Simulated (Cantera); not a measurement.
A closed system holds: 1 mol Si₃N₄, 61 mol H₂, 70 mol N₂, 1.1 mol F₂, equilibrated at 0.0110 bar.

These are equilibrium values from Cantera (NASA tables, ideal gas, pure condensed phases), not measurements of a reactor. Candidate condensed phases: Si, Si₃N₄; 37 gas species. The tables' values for SiF₃, SiF₂ are old estimates; treat these amounts as uncertain. Rates play no part. All values below are at 1202 °C.

Base state: N₂ 0.533, H₂ 0.460, HF 0.00347, SiF₄ 0.00233, SiF₃ 0.000997, SiF₂ 0.000254, SiHF₃ 0.000126, H 8.39e-5 (mole fractions); condensed: Si₃N₄(s).

Problem. What changes in the equilibrium state with this change: F₂ from 1.1 to 17 mol?

Solution. 
```
species          before     after
-------------  --------  --------
N₂                0.533     0.490
H₂                0.460     0.340
HF              0.00347     0.150
SiF₄            0.00233    0.0202
SiF₂           0.000254   8.78e-7
SiHF₃          0.000126   1.88e-5
SiF₃           0.000997  0.000173
Si₃N₄(s), mol     0.837         0
```
The tables' values for SiF₃ are old estimates; treat these amounts as uncertain.
